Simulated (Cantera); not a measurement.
Charge: 1 mol FeS, 2500 mol H2, 0.7 mol N2, held at 0.000880 bar.

Method: chemical equilibrium by Gibbs-energy minimisation in Cantera with the NASA 1993 tables (ideal gas, pure condensed phases). Candidate condensed phases: Fe, FeS, FeS2, S; 16 gas species. Equilibrium is a limit: real reactors are often held back by kinetics, nucleation or transport.

Task: Which condensed phases are stable at each of these points (T (K)): 1425, 1500, 1575, 1650, 1725, 1800, 1875, 1950, 2025, 2100, 2175?

Result: 
```
T (K)  condensed phases  Fe condensed (%)
-----  ----------------  ----------------
1425              Fe(γ)              92.1
1500              Fe(γ)              57.4
1575           gas only               0.0
1650           gas only               0.0
1725           gas only               0.0
1800           gas only               0.0
1875           gas only               0.0
1950           gas only               0.0
2025           gas only               0.0
2100           gas only               0.0
2175           gas only               0.0
```

From 1425 K to 1500 K the condensed part is Fe(γ). From 1575 K to 2175 K nothing is condensed.
